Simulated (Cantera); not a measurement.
Charge: 1 mol SiH2Cl2, 24 mol N2, held at 6000 Pa.

Method: chemical equilibrium by Gibbs-energy minimisation in Cantera with the NASA 1993 tables (ideal gas, pure condensed phases). Candidate condensed phases: NH4Cl, Si, Si3N4; 28 gas species. N2 is the only nitrogen source here; it is nearly inert below about 1500 K, so the nitride shown seldom forms there in practice. The tables' values for SiCl3 are old estimates; treat these amounts as uncertain. Equilibrium is a limit: real reactors are often held back by kinetics, nucleation or transport. All values below are at 1100 K.

Base state: N2 0.927, HCl 0.0555, H2 0.0118, SiCl4 0.00586, SiCl3 3.87e-5, SiHCl3 1.84e-5 (mole fractions); condensed: Si3N4(s).

What changes in the equilibrium state with this change: N2 from 24 to 1.1 mol?


```tsv
species	before	after
HCl	0.0555	0.406
N2	0.927	0.259
H2	0.0118	0.223
SiCl4	0.00586	0.111
SiHCl3	1.84e-5	0.000895
SiCl3	3.87e-5	0.000433
SiCl2	3.55e-6	2.36e-5
Si3N4(s), mol	0.283	0.246
```
